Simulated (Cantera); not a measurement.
Input: 1 mol Cu, 13 mol H₂O, 280 mol H₂, held at 1673 K.

Method: chemical equilibrium by Gibbs-energy minimisation in Cantera with the NASA 1993 tables (ideal gas, pure condensed phases). Candidate condensed phases: Cu, CuO, Cu(OH)₂, Cu₂O, H₂O; 12 gas species. Kinetics and transport are ignored.

x: gas mole fraction; n: condensed amount in mol.

| P (Pa) | x H₂ | x H₂O | x H | x Cu | x OH | n Cu(l) |
|---|---|---|---|---|---|---|
| 10 | 0.942 | 0.0439 | 0.0111 | 0.00338 | 2.48e-5 | 0 |
| 48 | 0.947 | 0.0441 | 0.00506 | 0.00339 | 1.13e-5 | 0 |
| 230 | 0.950 | 0.0442 | … | 0.00340 | … | 0 |
| 1100 | 0.951 | 0.0442 | 0.00106 | 0.00340 | 2.37e-6 | 0 |
| 5500 | 0.953 | 0.0443 | 0.000474 | 0.00202 | 1.06e-6 | 0.405 |
| 26000 | 0.955 | 0.0443 | … | … | … | … |
| 130000 | 0.955 | 0.0444 | 9.76e-5 | 8.55e-5 | 2.18e-7 | 0.975 |
| 620000 | 0.956 | 0.0444 | 4.47e-5 | 1.79e-5 | 9.99e-8 | 0.995 |
| 3000000 | 0.956 | 0.0444 | 2.03e-5 | 3.70e-6 | 4.54e-8 | 0.999 |

**Question.** Fill in the missing entries.

**Answer.** 
- 230, x H: 0.00231
- 230, x OH: 5.18e-6
- 26000, x H: 0.000218
- 26000, x Cu: 0.000427
- 26000, x OH: 4.88e-7
- 26000, n Cu(l): 0.874
